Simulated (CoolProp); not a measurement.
Saturation properties of CHF3 (R23).

The numbers come from the reference Helmholtz-energy equation of state, Penoncello 2003 in CoolProp.

```
T (K)  p (MPa)  enthalpy of vaporisation (kJ/kg)  liquid cp (kJ/(kg K))  vapour Z  liquid viscosity (µPa s)  liquid conductivity (mW/(m K))
-----  -------  --------------------------------  ---------------------  --------  ------------------------  ------------------------------
220.3   0.4257                             212.9                      ?    0.8931                       198                             113
225.1   0.5182                             207.9                  1.333    0.8785                       185                             110
230     0.6276                                 ?                  1.355    0.8624                       173                             106
234.9   0.7535                             197.0                  1.380    0.8450                       162                             103
239.7   0.8945                             191.2                  1.409    0.8265                       152                             100
244.6    1.058                             184.9                  1.442    0.8061                       142                            97.1
249.5    1.243                             178.2                  1.482    0.7840                       133                            94.1
254.4        ?                             171.1                  1.530    0.7602                       124                            91.0
259.2    1.679                             163.5                  1.586    0.7349                       116                            88.0
264.1    1.938                             155.2                  1.658    0.7069                       107                            84.8
```

Q: Some entries are withheld; supply them.

A: 
- 220.3, liquid cp (kJ/(kg K)): 1.314
- 230, enthalpy of vaporisation (kJ/kg): 202.6
- 254.4, p (MPa): 1.451

It boils at 191.1 K under 1 atm.

Viscosity comes from a separate model (Shan 2000). Thermal conductivity comes from a separate model (Shan 2000).
